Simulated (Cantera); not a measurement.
# Equilibrium for boron, boron nitride and boron oxide: B2O3 + NH3

A closed system holds: 1 mol B2O3, a varied amount of NH3, equilibrated at 2400 K and 13.3 mbar.

Method: chemical equilibrium by Gibbs-energy minimisation in Cantera with the NASA 1993 tables (ideal gas, pure condensed phases). Candidate condensed phases: B, BN, B2O3, B3O3H3, H2O; 39 gas species. Kinetics and transport are ignored.

From 0.96 mol NH3 to 17 mol NH3 nothing is condensed. The main B-bearing gas is B2O3 at 0.96 mol NH3 and BO at 17 mol NH3.

| n(NH3) (mol) | log p H2 | log p N2 | log p B2O3 | log p HBO2 | log p H | log p BO | log p HBO | log p H2O |
|---|---|---|---|---|---|---|---|---|
| 0.96 | -2.38 | -2.70 | -2.66 | -2.79 | -2.99 | -2.85 | -3.26 | -3.66 |
| 3 | -2.20 | -2.58 | -3.23 | -3.06 | -2.90 | -3.06 | -3.37 | -3.64 |
| 5 | -2.15 | -2.55 | -3.55 | -3.23 | -2.87 | -3.18 | -3.47 | -3.67 |
| 7 | -2.13 | -2.54 | -3.78 | -3.36 | -2.86 | -3.26 | -3.55 | -3.70 |
| 9 | -2.12 | -2.53 | -3.96 | -3.47 | -2.86 | -3.33 | -3.61 | -3.73 |
| 11 | -2.11 | -2.53 | -4.12 | -3.56 | -2.85 | -3.39 | -3.66 | -3.76 |
| 13 | -2.10 | -2.52 | -4.25 | -3.64 | -2.85 | -3.44 | -3.71 | -3.79 |
| 15 | -2.10 | -2.52 | -4.37 | -3.72 | -2.85 | -3.48 | -3.75 | -3.81 |
| 17 | -2.09 | -2.52 | -4.47 | -3.78 | -2.85 | -3.52 | -3.79 | -3.84 |
log p: log10 of the partial pressure in bar; nothing condenses.
